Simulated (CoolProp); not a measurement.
A single-stage vapour-compression cycle with R1336mzz(E): evaporating at 327.15 K (dew point), condensing at 372.15 K (bubble point), superheat 10 K, subcooling 2 K, compressor efficiency 0.7, no pressure losses. Each further row changes one setting.

Model: reference Helmholtz-energy equation of state, Akasaka 2023, in CoolProp.

```csv
case,cooling COP,pressure ratio,discharge temperature (K),refrigerating effect (kJ/kg),volumetric capacity (kJ/m³)
as stated,3.50,3.04,378.8,77.7,2530
evaporating temperature 332.15 K,4.16,2.64,379.2,81.0,3030
condensing temperature 367.15 K,4.20,2.72,374.0,84.9,2760
subcooling 7 K,3.83,3.04,378.8,85.1,2770
superheat 20 K,3.69,3.04,388.2,86.9,2700
compressor efficiency 0.6,3.00,3.04,382.0,77.7,2530
```
